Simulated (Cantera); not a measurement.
Input (Python, Cantera) and output of one run.

```python
import numpy as np
import cantera as ct

gas_names = """
    Cu CuF CuF2 Cu2 F F2 N NF NF2 NF3 N2
""".split()
cond_names = """
    Cu(cr) Cu(L) CuF2(s) CuF2(L)
""".split()


# ... load() reads the species with a 1 bar reference pressure and builds the phases ...
atoms = {
    'Cu': {'Cu': 1},
    'F2': {'F': 2},
    'N2': {'N': 2},
}
top_T = {}  # K; cautious upper limits of use, not melting points


# ... equilibrate(T, P, feed) seeds the gas with the atoms and calls Mixture.equilibrate('TP', solver="vcs", rtol=1e-11, max_steps=5000) ...
results = []
T = 600  # K
P = 100000  # Pa
for m in [0.34, 0.51, 0.78, 1.2, 1.8, 2.7, 4, 6.1, 9.2, 14]:
    feed = {'Cu': 1, 'F2': 2.1, 'N2': m}  # mol
    mix = equilibrate(T, P, feed)
    results.append((T, P, feed, dict(zip(mix.species_names, mix.species_moles))))

top = {s: max(r[3][s] / sum(r[3][g] for g in gas_names) for r in results) for s in gas_names}
cols = sorted((s for s in top if top[s] > 1e-06), key=lambda s: -top[s])[:8]
seen = [c for c in cond_names if any(r[3].get(c, 0) > 1e-12 for r in results)]
print("log10 of partial pressures in bar; condensed amounts in mol")
print(f"{'n(N2)':>10s}" + "".join(f"{s[:9]:>10s}" for s in cols + seen))
for T, P, feed, n in results:
    ng = sum(n[g] for g in gas_names)
    print(f"{feed['N2']:10.4g}" + "".join(f"{np.log10(max(n[s] / ng * P / 1e5, 1e-99)):10.3f}" for s in cols)
          + "".join(f"{n.get(c, 0):10.4g}" for c in seen))
```

Result:

```
log10 of partial pressures in bar; condensed amounts in mol
     n(N2)        N2       NF3        F2         F   CuF2(s)
      0.34    -5.493    -0.048    -0.978    -4.341         1
      0.51    -0.785    -0.079    -2.568    -5.136         1
      0.78    -0.443    -0.195    -2.759    -5.232         1
       1.2    -0.274    -0.331    -2.906    -5.305         1
       1.8    -0.180    -0.472    -3.031    -5.368         1
       2.7    -0.119    -0.622    -3.152    -5.428         1
         4    -0.080    -0.776    -3.267    -5.486         1
       6.1    -0.052    -0.947    -3.390    -5.547         1
       9.2    -0.035    -1.117    -3.510    -5.607         1
        14    -0.023    -1.293    -3.631    -5.668         1
```

Method: chemical equilibrium by Gibbs-energy minimisation in Cantera with the NASA 1993 tables (ideal gas, pure condensed phases).
